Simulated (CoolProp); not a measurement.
Vapour-liquid equilibrium of m-xylene (1) + o-xylene (2) at 305.5 K; x and y are mole fractions of (1).

Computed with CoolProp (multi-fluid Helmholtz-energy mixture model, Zhou 2012 and Zhou 2012; pair parameters Bell 2016).

```
x     bubble pressure (bar)  y at the bubble point  dew pressure at overall composition x (bar)  liquid density (mol/L)
----  ---------------------  ---------------------  -------------------------------------------  ----------------------
0.05                    [?]                  0.060                                      0.01376                   8.185
0.2                     [?]                    [?]                                      0.01416                   8.162
0.35                0.01476                  0.402                                      0.01460                     [?]
0.5                 0.01528                  0.556                                          [?]                   8.116
0.65                0.01578                  0.699                                      0.01561                   8.092
0.8                 0.01628                    [?]                                          [?]                   8.070
0.95                0.01674                    [?]                                      0.01671                   8.047
```

Task: Complete the blanks.

Result: 
- 0.05, bubble pressure (bar): 0.01379
- 0.2, bubble pressure (bar): 0.01426
- 0.2, y at the bubble point: 0.236
- 0.35, liquid density (mol/L): 8.139
- 0.5, dew pressure at overall composition x (bar): 0.01508
- 0.8, y at the bubble point: 0.832
- 0.8, dew pressure at overall composition x (bar): 0.01616
- 0.95, y at the bubble point: 0.959

No azeotrope shows between x = 0.05 and 0.95.

Pair parameters are fitted to limited data, so mixtures are less certain than the pure fluids.
